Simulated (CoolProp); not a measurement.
Vapour-liquid equilibrium of R22 (1) + n-pentane (2) at -7.15 °C; x and y are mole fractions of (1).

Model: multi-fluid Helmholtz-energy mixture model, Kamei 1995 and Thol 2019; pair parameters Bell 2016, in CoolProp.

```json
[
 {"x": "0.05", "bubble pressure (bar)": "0.5686", "y at the bubble point": "___", "dew pressure at overall composition x (bar)": "0.1839", "liquid density (mol/L)": "9.232"},
 {"x": "0.15", "bubble pressure (bar)": "1.260", "y at the bubble point": "0.874", "dew pressure at overall composition x (bar)": "0.2053", "liquid density (mol/L)": "9.634"},
 {"x": "0.25", "bubble pressure (bar)": "1.809", "y at the bubble point": "___", "dew pressure at overall composition x (bar)": "0.2323", "liquid density (mol/L)": "10.07"},
 {"x": "0.35", "bubble pressure (bar)": "___", "y at the bubble point": "0.938", "dew pressure at overall composition x (bar)": "0.2674", "liquid density (mol/L)": "10.53"},
 {"x": "0.45", "bubble pressure (bar)": "2.541", "y at the bubble point": "0.949", "dew pressure at overall composition x (bar)": "0.3150", "liquid density (mol/L)": "11.04"},
 {"x": "0.55", "bubble pressure (bar)": "2.788", "y at the bubble point": "0.957", "dew pressure at overall composition x (bar)": "0.3831", "liquid density (mol/L)": "___"},
 {"x": "0.65", "bubble pressure (bar)": "3.003", "y at the bubble point": "0.964", "dew pressure at overall composition x (bar)": "0.4885", "liquid density (mol/L)": "12.21"},
 {"x": "0.75", "bubble pressure (bar)": "3.217", "y at the bubble point": "0.972", "dew pressure at overall composition x (bar)": "0.6735", "liquid density (mol/L)": "12.90"},
 {"x": "0.85", "bubble pressure (bar)": "___", "y at the bubble point": "0.980", "dew pressure at overall composition x (bar)": "1.081", "liquid density (mol/L)": "___"},
 {"x": "0.95", "bubble pressure (bar)": "3.748", "y at the bubble point": "0.992", "dew pressure at overall composition x (bar)": "2.561", "liquid density (mol/L)": "14.59"}
]
```

Some entries are withheld; supply them.


- 0.05, y at the bubble point: 0.701
- 0.25, y at the bubble point: 0.918
- 0.35, bubble pressure (bar): 2.227
- 0.55, liquid density (mol/L): 11.59
- 0.85, bubble pressure (bar): 3.458
- 0.85, liquid density (mol/L): 13.69

No azeotrope shows between x = 0.05 and 0.95.

The pair parameters rest on a limited set of measurements; away from them the model extrapolates. With so large a gap from Raoult's law the liquid may split in two, which this calculation doesn't test in full.
